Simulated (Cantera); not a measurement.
## Equilibrium for silicon epitaxy and polysilicon growth: Si₂H₆ + HCl + N₂

Charge: 1 mol Si₂H₆, 0.13 mol HCl, 180 mol N₂, equilibrated at 1500 °C.

Method: chemical equilibrium by Gibbs-energy minimisation in Cantera with the NASA 1993 tables (ideal gas, pure condensed phases). Candidate condensed phases: NH₄Cl, Si, Si₃N₄; 28 gas species. The feed counts by its element totals alone. The tables' values for SiN, SiCl are old estimates; treat these amounts as uncertain. Rates play no part.

```csv
P (Pa),log p N₂,log p H₂,log p Si,log p H,n Si(l),n Si₃N₄(s)
100,-3.01,-4.80,-5.67,-5.95,1.56,0
230,-2.65,-4.43,-5.67,-5.76,1.79,0
540,-2.28,-4.06,-5.67,-5.57,1.90,0
1300,-1.89,-3.67,-5.91,-5.38,0,0.657
2900,-1.55,-3.32,-6.14,-5.21,0,0.663
6800,-1.18,-2.95,-6.39,-5.02,0,0.665
16000,-0.80,-2.58,-6.63,-4.84,0,0.666
37000,-0.44,-2.21,-6.88,-4.65,0,0.666
86000,-0.07,-1.85,-7.12,-4.47,0,0.666
200000,0.29,-1.48,-7.37,-4.29,0,0.667
```
log p: log10 of the partial pressure in bar; n: condensed amount in mol.

From 1.00 mbar to 5.40 mbar the condensed part is Si(l). From 13.0 mbar to 2.00 bar the condensed part is Si₃N₄(s). The main Si-bearing gas is Si at 1.00 mbar and SiCl₂ at 2.00 bar.
